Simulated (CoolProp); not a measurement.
Properties of R113 along the isotherm 500 K (Tc = 487.2 K, pc = 3392 kPa, ω = 0.253).

Computed with CoolProp (reference Helmholtz-energy equation of state, Marx 1992).

```
p (kPa)          phase  cp (kJ/(kg K))  fugacity coefficient
-------  -------------  --------------  --------------------
636                gas          0.8259                0.9427
1270               gas          0.8558                0.8865
1910               gas          0.9043                0.8305
2540               gas          0.9932                0.7755
3180               gas           1.222                0.7188
3820     supercritical           2.711                0.6589
4450     supercritical           2.215                0.5936
5090     supercritical           1.570                0.5377
```

The peak of cp marks the crossing from liquid-like to gas-like fluid above the critical point.
